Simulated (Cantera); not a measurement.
## Thermodynamics of silicon oxide and oxynitride deposition, feed SiCl4 + H2O

A closed system holds: 1 mol SiCl4, 23 mol H2O, at 133 Pa.

Cantera equilibrium calculation (NASA polynomials, part measured and part estimated; ideal gas, pure solids and liquids). Candidate condensed phases: H2O, Si, SiO2; 30 gas species. The tables hold silica as quartz up to 1696 K and as liquid above; real silica turns to tridymite and cristobalite and melts near 1996 K. The numbers say what is thermodynamically allowed, not how fast it happens.

From 577 °C to 1277 °C the condensed part is SiO2(β-quartz).

```tsv
T (°C)	x H2O	x HCl	x H2	x Cl	x O2	x OH	x H	n SiO2(β-quartz)
577	0.840	0.160	1.86e-7	2.09e-7	3.22e-9	6.18e-10	<1e-12	1.00
677	0.840	0.160	1.36e-6	1.99e-6	9.48e-8	1.62e-8	1.78e-11	1.00
777	0.840	0.160	8.15e-6	1.14e-5	1.04e-6	2.09e-7	6.34e-10	1.00
877	0.840	0.160	3.81e-5	4.67e-5	6.75e-6	1.68e-6	1.26e-8	1.00
977	0.840	0.160	0.000143	0.000151	3.09e-5	9.60e-6	1.58e-7	1.00
1077	0.839	0.160	0.000447	0.000410	0.000110	4.21e-5	1.38e-6	1.00
1177	0.838	0.159	0.00121	0.000965	0.000325	0.000150	8.99e-6	1.00
1277	0.836	0.158	0.00288	0.00202	0.000828	0.000452	4.63e-5	1.000
```
x: gas mole fraction; n: condensed amount in mol.
